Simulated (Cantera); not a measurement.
Input: 1 mol Mg(OH)2, 3.7 mol CO2, 0.015 mol O2, equilibrated at 1402 °C and 0.0120 bar.

Equilibrium computed with Cantera from the NASA thermochemical tables; the gas is ideal and each condensed phase is pure. Candidate condensed phases: C, C6H6, C7H8, C8H18, H2O, Mg, MgCO3, MgO, Mg(OH)2; 116 gas species. The numbers say what is thermodynamically allowed, not how fast it happens.

Base state: CO2 0.778, H2O 0.211, O2 0.00564, CO 0.00483, OH 0.000544, H2 0.000395, O 2.34e-5, H 2.11e-5 (mole fractions); condensed: MgO(s).

What changes in the equilibrium state with this change: pressure from 0.0120 bar to 0.00260 bar?


```tsv
species	before	after
CO2	0.778	0.772
H2O	0.211	0.210
CO	0.00483	0.00882
O2	0.00564	0.00771
H	2.11e-5	6.12e-5
O	2.34e-5	5.88e-5
H2	0.000395	0.000723
MgO(s), mol	1.000	1.000
```

What changes in the equilibrium state with this change: temperature from 1402 °C to 1300 °C?


```tsv
species	before	after
CO2	0.778	0.782
H2O	0.211	0.212
O2	0.00564	0.00398
CO	0.00483	0.00157
H	2.11e-5	4.50e-6
O	2.34e-5	6.01e-6
H2	0.000395	0.000147
MgO(s), mol	1.000	1.000
```

What changes in the equilibrium state with this change: temperature from 1402 °C to 1002 °C?


```json
[
 {"species": "CO2", "before": "0.778", "after": "0.785"},
 {"species": "H2O", "before": "0.211", "after": "0.212"},
 {"species": "O2", "before": "0.00564", "after": "0.00319"},
 {"species": "CO", "before": "0.00483", "after": "1.17e-5"},
 {"species": "H", "before": "2.11e-5", "after": "9.26e-9"},
 {"species": "O", "before": "2.34e-5", "after": "5.75e-8"},
 {"species": "H2", "before": "0.000395", "after": "1.89e-6"},
 {"species": "OH", "before": "0.000544", "after": "1.21e-5"},
 {"species": "MgO(s), mol", "before": "1.000", "after": "1.00"}
]
```
